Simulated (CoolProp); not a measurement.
Sulfur hexafluoride along the isotherm 355.7 K: fugacity coefficient from the reference equation and from simpler models built on Tc = 318.7 K, pc = 37.55 bar, ω = 0.210; each cubic takes its own stable root.

Computed with CoolProp (reference Helmholtz-energy equation of state, Guder 2009).

```tsv
p (bar)	phase	reference	van der Waals	Redlich-Kwong	Soave-Redlich-Kwong	Peng-Robinson
20.9	gas	0.8748	0.8753	0.8669	0.8736	0.8577
41.7	supercritical	0.7563	0.7516	0.7420	0.7558	0.7302
62.6	supercritical	0.6433	0.6248	0.6244	0.6469	0.6171
83.4	supercritical	0.5508	0.5361	0.5347	0.5611	0.5301
104	supercritical	0.4884	[?]	0.4763	0.5031	0.4712
125	supercritical	0.4454	0.4485	0.4363	0.4628	0.4298
146	supercritical	0.4156	[?]	0.4085	0.4346	0.4004
167	supercritical	0.3945	0.4125	0.3887	0.4147	0.3790
188	supercritical	0.3794	0.4043	0.3746	0.4004	[?]
```

Question: Fill in the missing entries.

Answer: 
- 104, van der Waals: 0.4828
- 146, van der Waals: 0.4265
- 188, Peng-Robinson: 0.3632
